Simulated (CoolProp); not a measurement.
Vapour-liquid equilibrium of methanol (1) + ethanol (2) at 32.55 °C; x and y are mole fractions of (1).

Model: multi-fluid Helmholtz-energy mixture model, de Reuck 1993 and Schroeder 2014; pair parameters Bell 2016, in CoolProp.

**Question.** Give the bubble pressure and the first vapour's composition at x = 0.25, 0.35, 0.55. Is there an azeotrope?

**Answer.** x = 0.25: 0.1524 bar, y = 0.402; x = 0.35: 0.1645 bar, y = 0.517; x = 0.55: 0.1889 bar, y = 0.708. No azeotrope shows between x = 0.05 and 0.95.

Pair parameters are fitted to limited data, so mixtures are less certain than the pure fluids.
